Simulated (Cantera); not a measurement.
# Nitride etching: BN + O2 + H2

Input: 1 mol BN, a varied amount of O2, 0.52 mol H2, equilibrated at 1325 °C and 0.0140 bar.

Equilibrium computed with Cantera from the NASA thermochemical tables; the gas is ideal and each condensed phase is pure. Candidate condensed phases: B, BN, B2O3, B3O3H3, H2O; 39 gas species. Gases not in the tables: H3BO3. Equilibrium is a limit: real reactors are often held back by kinetics, nucleation or transport.

| n(O2) (mol) | x O2 | x N2 | x H2 | x H2O | x HBO2 | x B2O3 | x NO | n B2O3(l) |
|---|---|---|---|---|---|---|---|---|
| 0.79 | 1.96e-11 | 0.464 | 0.407 | 0.0330 | 0.0837 | 0.0101 | 1.42e-8 | 0.443 |
| 1.4 | 0.243 | 0.312 | 2.41e-5 | 0.217 | 0.215 | 0.0101 | 0.00130 | 0.311 |
| 2.1 | 0.466 | 0.213 | 1.10e-5 | 0.137 | 0.171 | 0.0101 | 0.00149 | 0.276 |
| 2.7 | 0.570 | 0.168 | 7.38e-6 | 0.102 | 0.147 | 0.0101 | 0.00146 | 0.251 |
| 3.4 | 0.647 | 0.135 | 5.23e-6 | 0.0768 | 0.128 | 0.0101 | 0.00139 | 0.225 |
| 4 | 0.693 | 0.115 | 4.12e-6 | 0.0627 | 0.115 | 0.0101 | 0.00133 | 0.205 |
| 4.6 | 0.728 | 0.101 | 3.37e-6 | 0.0525 | 0.106 | 0.0101 | 0.00128 | 0.187 |
| 5.3 | 0.759 | 0.0880 | 2.75e-6 | 0.0437 | 0.0964 | 0.0101 | 0.00122 | 0.167 |
| 5.9 | 0.780 | 0.0793 | 2.35e-6 | 0.0379 | 0.0898 | 0.0101 | 0.00117 | 0.152 |
| 6.6 | 0.800 | 0.0711 | 2.00e-6 | 0.0326 | 0.0833 | 0.0101 | 0.00112 | 0.134 |
| 7.2 | 0.814 | 0.0653 | 1.76e-6 | 0.0290 | 0.0786 | 0.0101 | 0.00109 | 0.120 |
| 7.9 | 0.828 | 0.0596 | 1.54e-6 | 0.0255 | 0.0737 | 0.0101 | 0.00105 | 0.104 |
| 8.5 | 0.838 | 0.0555 | 1.38e-6 | 0.0231 | 0.0701 | 0.0101 | 0.00102 | 0.0915 |
x: gas mole fraction; n: condensed amount in mol.

From 0.79 mol O2 to 8.5 mol O2 the condensed part is B2O3(l). The share of B in condensed phases is highest at 0.79 mol O2 (88.7 %) and lowest at 8.5 mol O2 (18.3 %).
